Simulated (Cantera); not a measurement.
An adiabatic, constant-pressure homogeneous reactor starts with H₂ : O₂ : N₂ = 1 : 0.357 : 1.34 (molar parts), equivalence ratio 1.4, at 1375 K and 1.00 bar.

Computed with Cantera and the H2/O2 subset of GRI-Mech 3.0, which has no nitrogen chemistry.

Problem. Predict: time of steepest temperature rise; temperature at 0.100 s; equilibrium temperature; x(H₂) at 0.100 s; x(O₂) at 0.100 s; x(H) at 0.100 s; x(O) at 0.100 s; x(OH) at 0.100 s.

Solution. 
- time of steepest temperature rise: 20.9 µs
- temperature at 0.100 s: 2832 K
- equilibrium temperature: 2832 K
- x(H₂) at 0.100 s: 0.122 (gas-phase equilibrium 0.122)
- x(O₂) at 0.100 s: 0.00293 (gas-phase equilibrium 0.00293)
- x(H) at 0.100 s: 0.0321 (gas-phase equilibrium 0.0321)
- x(O) at 0.100 s: 0.00335 (gas-phase equilibrium 0.00335)
- x(OH) at 0.100 s: 0.0203 (gas-phase equilibrium 0.0203)
